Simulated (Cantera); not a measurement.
Diamond growth

A diamond (100) surface in a fixed gas of H2 with x(CH4) = 0.0072, x(H) = 0.0023, x(CH3) = 1.1e-05, at 1075 K; coverages are run to steady state.

Computed with Cantera and the Harris–Goodwin 1993 mechanism for the reconstructed diamond (100) surface.

```csv
P (Pa),growth (µm/h),θ c6HH,θ c6H*,θ c6*H,θ c6**,θ c6HM
1300,0.0382,0.535,0.0252,0.424,0.0151,0.000672
2200,0.0856,0.534,0.0252,0.424,0.0150,0.000913
3600,0.173,0.534,0.0252,0.424,0.0150,0.00114
6100,0.346,0.534,0.0252,0.424,0.0150,0.00136
10000,0.634,0.534,0.0252,0.424,0.0150,0.00153
17000,1.17,0.534,0.0253,0.423,0.0150,0.00166
29000,2.09,0.534,0.0253,0.423,0.0151,0.00175
48000,3.56,0.534,0.0254,0.423,0.0151,0.00180
```
θ: site fractions in the mechanism's names (c6HH fully hydrogenated, c6H* and c6*H radical sites, c6** diradical, c6HM methylated).
